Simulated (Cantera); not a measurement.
An isothermal, constant-pressure homogeneous reactor starts with C2H6 : H2 = 1 : 12 (molar parts), at 1375 K and 10.00 Torr.

Detailed kinetics in Cantera: GRI-Mech 3.0 (53 species, 325 reactions). GRI-Mech 3.0 stops at C3 and has no aromatics, soot or wall deposition, so with more carbon than oxygen in the feed, carbon stays in small species such as C2H2 where larger ones or solid carbon would form. Radical loss at walls, strong at low pressure, is not modelled.

Question: Predict: x(C2H6) at 200 s; x(H2) at 200 s; x(H) at 200 s; x(C2H4) at 200 s; x(CH4) at 200 s.

Answer: 
* **x(C2H6) at 200 s**: 1.45e-6 (gas-phase equilibrium 2.52e-7)
* **x(H2) at 200 s**: 0.905 (gas-phase equilibrium 0.927)
* **x(H) at 200 s**: 2.12e-5 (gas-phase equilibrium 2.88e-5)
* **x(C2H4) at 200 s**: 0.000626 (gas-phase equilibrium 0.000834)
* **x(CH4) at 200 s**: 0.0494 (gas-phase equilibrium 0.0109)
